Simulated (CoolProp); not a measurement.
Vapour-liquid equilibrium of carbon dioxide (1) + R152A (2) at -25.45 °C; x and y are mole fractions of (1).

Values from CoolProp's multi-fluid Helmholtz-energy mixture model, Span 1996 and Outcalt 1996; pair parameters Bell 2016.

```tsv
x	bubble pressure, mixture model (bar)	bubble pressure, Raoult's law (bar)	y, mixture model	y, Raoult's law
0.05	1.693	1.733	0.453	0.479
0.15	3.196	3.296	0.729	0.755
0.25	4.706	4.859	0.830	0.853
0.35	6.213	6.423	0.883	0.904
0.45	7.716	7.986	0.916	0.935
0.55	9.221	9.550	0.939	0.955
0.65	10.74	11.11	0.956	0.970
0.75	12.31	12.68	0.971	0.981
0.85	13.93	14.24	0.983	0.990
0.95	15.67	15.80	0.994	0.997
```

The largest gap from Raoult's law is -3.4 % in bubble pressure, at x = 0.55. No azeotrope shows between x = 0.05 and 0.95.

Pair parameters are fitted to limited data, so mixtures are less certain than the pure fluids.
